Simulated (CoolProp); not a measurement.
Vapour-liquid equilibrium of ethanol (1) + n-octane (2) at 94.25 °C; x and y are mole fractions of (1).

Model: multi-fluid Helmholtz-energy mixture model, Schroeder 2014 and Beckmüller 2019; pair parameters Bell 2016, in CoolProp.

```csv
x,"bubble pressure, mixture model (bar)","bubble pressure, Raoult's law (bar)","y, mixture model","y, Raoult's law"
0.05,(withheld),0.4595,0.565,0.200
0.2,1.530,0.6765,0.766,0.542
0.35,(withheld),0.8935,(withheld),0.718
0.5,1.736,1.110,(withheld),0.826
0.65,1.774,1.327,(withheld),0.898
0.8,1.824,1.544,0.856,0.950
0.95,(withheld),1.761,0.947,0.989
```

Problem. What belongs in the gaps?

Solution. 
- 0.05, bubble pressure, mixture model (bar): 0.8744
- 0.35, bubble pressure, mixture model (bar): 1.692
- 0.35, y, mixture model: 0.796
- 0.5, y, mixture model: 0.806
- 0.65, y, mixture model: 0.820
- 0.95, bubble pressure, mixture model (bar): 1.848

The largest gap from Raoult's law is +126.2 % in bubble pressure, at x = 0.2. y crosses x between x = 0.8 and 0.95: the model has an azeotrope there.

Pair parameters are fitted to limited data, so mixtures are less certain than the pure fluids. With so large a gap from Raoult's law the liquid may split in two, which this calculation doesn't test in full.
